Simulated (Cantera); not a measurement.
Catalytic stagnation flow on Pt

A jet of 4.16 % CH4, 19.4 % O2, 76.5 % N2 at 300 K and 225 Torr hits a platinum plate 2.1 cm away at a mass flux of 0.046 kg/m²/s; the plate temperature is set and raised in steps from an oxygen-covered start.

Model: Deutschmann's 1995 Pt surface mechanism with GRI-Mech 3.0 gas chemistry, integrated in Cantera. Catalytic surfaces can have several steady states; this one follows from the mechanism file's or the stated starting coverage.

```csv
plate T (K),wall x CH4,wall x O2,wall x H2O,wall x OH,wall x CO,wall x CO2,θ free Pt,θ O*,θ OH*
900,0.0290,0.166,0.0238,2.32e-8,8.87e-6,0.0156,0.129,0.869,0.00188
950,0.0211,0.150,0.0383,7.19e-8,8.94e-6,0.0252,0.185,0.813,0.00226
1000,0.0148,0.136,0.0500,2.01e-7,8.41e-6,0.0330,0.247,0.751,0.00238
1050,0.0104,0.127,0.0578,4.94e-7,7.84e-6,0.0382,0.310,0.688,0.00232
1100,0.00763,0.121,0.0628,1.09e-6,7.44e-6,0.0416,0.374,0.624,0.00217
1150,0.00578,0.118,0.0659,2.20e-6,7.29e-6,0.0436,0.435,0.563,0.00198
```
x: mole fraction at the wall; θ: surface coverage.
